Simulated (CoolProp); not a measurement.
Model: reference Helmholtz-energy equation of state, Tillner-Roth 1997, in CoolProp.

### Question
For CH2F2 (R32), give the phase and the cp (kJ/(kg K)), viscosity (µPa s) at 91.35 °C and 0.165 MPa.

### Answer
- 91.35 °C and 0.165 MPa: gas; cp 0.943, viscosity 16.3

Viscosity comes from a separate model (Bell 2016), an estimate that may be off by 10 % or more.
